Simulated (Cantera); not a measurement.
A Cantera script and what it prints.

```python
import numpy as np
import cantera as ct

gas_names = [...]  # 87 gases of nasa_gas.yaml made of C, H, Si
cond_names = """
    C(gr) C6H6(L) C7H8(L) C8H18(L),n-octa Si(cr) Si(L) SiC(b)
""".split()


# ... load() reads the species with a 1 bar reference pressure and builds the phases ...
atoms = {
    'CH3SiH3': {'C': 1, 'H': 6, 'Si': 1},
    'C3H8': {'C': 3, 'H': 8},
    'H2': {'H': 2},
}
top_T = {'C(gr)': 4500, 'SiC(b)': 3050}  # K; cautious upper limits of use, not melting points


# ... equilibrate(T, P, feed) seeds the gas with the atoms and calls Mixture.equilibrate('TP', solver="vcs", rtol=1e-11, max_steps=5000) ...
results = []
feed = {'CH3SiH3': 1, 'C3H8': 0.023, 'H2': 27}  # mol
P = 3300  # Pa
for T in [1098, 1198, 1298, 1398, 1498, 1598, 1698, 1798, 1898, 1998, 2098]:
    mix = equilibrate(T, P, feed)
    results.append((T, P, feed, dict(zip(mix.species_names, mix.species_moles))))

top = {s: max(r[3][s] / sum(r[3][g] for g in gas_names) for r in results) for s in gas_names}
cols = sorted((s for s in top if top[s] > 1e-05), key=lambda s: -top[s])[:7]
seen = [c for c in cond_names if any(r[3].get(c, 0) > 1e-12 for r in results)]
print("log10 of partial pressures in bar; condensed amounts in mol")
print(f"{'T/K':>10s}" + "".join(f"{s[:9]:>10s}" for s in cols + seen))
for T, P, feed, n in results:
    ng = sum(n[g] for g in gas_names)
    print(f"{T:10.4g}" + "".join(f"{np.log10(max(n[s] / ng * P / 1e5, 1e-99)):10.3f}" for s in cols)
          + "".join(f"{n.get(c, 0):10.4g}" for c in seen))
```

Result:

```
log10 of partial pressures in bar; condensed amounts in mol
       T/K        H2         H C2H2,acet       CH4        Si       SiH      SiC2     C(gr)    SiC(b)
      1098    -1.482    -8.348    -9.377    -4.401   -16.734   -15.989   -21.556   0.03284         1
      1198    -1.482    -7.462    -8.486    -4.758   -14.669   -14.228   -18.844   0.05309         1
      1298    -1.482    -6.711    -7.735    -5.062   -12.924   -12.741   -16.555   0.06106         1
      1398    -1.482    -6.066    -7.092    -5.323   -11.431   -11.470   -14.597   0.06451         1
      1498    -1.482    -5.506    -6.536    -5.549   -10.139   -10.370   -12.904   0.06588         1
      1598    -1.482    -5.015    -6.051    -5.747    -9.010    -9.410   -11.427   0.06573         1
      1698    -1.482    -4.581    -5.624    -5.921    -8.016    -8.564   -10.127   0.06356         1
      1798    -1.482    -4.195    -5.246    -6.076    -7.133    -7.815    -8.974   0.05792    0.9999
      1898    -1.484    -3.849    -4.908    -6.215    -6.344    -7.145    -7.946   0.04633    0.9994
      1998    -1.486    -3.538    -4.606    -6.341    -5.636    -6.545    -7.023    0.0256    0.9972
      2098    -1.490    -3.257    -4.366    -6.474    -4.980    -5.988    -6.205         0    0.9876
```

Cantera equilibrium calculation (NASA polynomials, part measured and part estimated; ideal gas, pure solids and liquids). The feed counts by its element totals alone. Gases not in the tables: Si2H6 and higher silanes.
